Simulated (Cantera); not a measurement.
Feed: 1 mol Si, 0.65 mol NF3, 1.5 mol H2, equilibrated at 552 °C and 0.470 bar.

Cantera equilibrium calculation (NASA polynomials, part measured and part estimated; ideal gas, pure solids and liquids). Candidate condensed phases: Si, Si3N4; 37 gas species. The tables' values for SiF3 are old estimates; treat these amounts as uncertain. Kinetics and transport are ignored.

Base state: H2 0.748, SiF4 0.231, SiHF3 0.0202, SiH2F2 0.00103, SiH3F 1.08e-5, SiF3 1.06e-5 (mole fractions); condensed: Si(s) + Si3N4(s).

Task: What changes in the equilibrium state with this change: temperature from 552 °C to 752 °C?

Result: 
| species | before | after |
|---|---|---|
| H2 | 0.748 | 0.746 |
| SiF4 | 0.231 | 0.228 |
| SiHF3 | 0.0202 | 0.0243 |
| HF | 5.64e-7 | 2.25e-5 |
| SiF3 | 1.06e-5 | 0.000361 |
| SiH3F | 1.08e-5 | 1.79e-5 |
| Si(s), mol | 0.0140 | 0.0115 |
| Si3N4(s), mol | 0.163 | 0.163 |
Mutual solubility and eutectic melting of coexisting phases are not modelled.
